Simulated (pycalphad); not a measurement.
Freezing of Si-Ti alloys with rising Ti

Source of the numbers: pycalphad with the COST 507 light-alloy database (1999); pressure 1 atm. The database dates from 1999; later assessments differ in places, in temperatures and in the compounds included. Amounts are mole fractions of atoms.

Scheil-Gulliver runs (no diffusion in the solid, steps of 4 K) beside full equilibrium.

```json
[
 {"alloy": "Si-11.75Ti (at.%)", "liquidus (°C)": "1390", "Scheil, half solid (°C)": "at the invariant end", "Scheil, 80 % solid (°C)": "at the invariant end", "Scheil, invariant end (°C)": "1331", "liquid left at that end": "0.63", "equilibrium solidus (°C)": "1331"},
 {"alloy": "Si-23.5Ti (at.%)", "liquidus (°C)": "1404", "Scheil, half solid (°C)": "at the invariant end", "Scheil, 80 % solid (°C)": "at the invariant end", "Scheil, invariant end (°C)": "1331", "liquid left at that end": "0.66", "equilibrium solidus (°C)": "1331"},
 {"alloy": "Si-70.5Ti (at.%)", "liquidus (°C)": "(withheld)", "Scheil, half solid (°C)": "(withheld)", "Scheil, 80 % solid (°C)": "at the invariant end", "Scheil, invariant end (°C)": "(withheld)", "liquid left at that end": "(withheld)", "equilibrium solidus (°C)": "(withheld)"}
]
```

Task: Complete the blanks.

Result: 
- Si-70.5Ti (at.%), liquidus (°C): 2011
- Si-70.5Ti (at.%), Scheil, half solid (°C): 1739
- Si-70.5Ti (at.%), Scheil, invariant end (°C): 1340
- Si-70.5Ti (at.%), liquid left at that end: 0.31
- Si-70.5Ti (at.%), equilibrium solidus (°C): 1340
